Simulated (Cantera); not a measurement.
**Tantalum, niobium, vanadium and zirconium in process gases: Zr + N2**

A closed system holds: 1 mol Zr, 3.6 mol N2, equilibrated at 2450 °C and 1.00 bar.

Cantera equilibrium calculation (NASA polynomials, part measured and part estimated; ideal gas, pure solids and liquids). Candidate condensed phases: Zr, ZrN; 4 gas species. ZrN: taken at fixed stoichiometry. The numbers say what is thermodynamically allowed, not how fast it happens.

```json
{
 "x(N2)": "1.000",
 "x(N)": "1.95e-6",
 "n(ZrN(s))": "1.000 mol",
 "gas_amount": "3.100 mol",
 "log10 activity of Zr(l) (absent)": "-2.18"
}
```
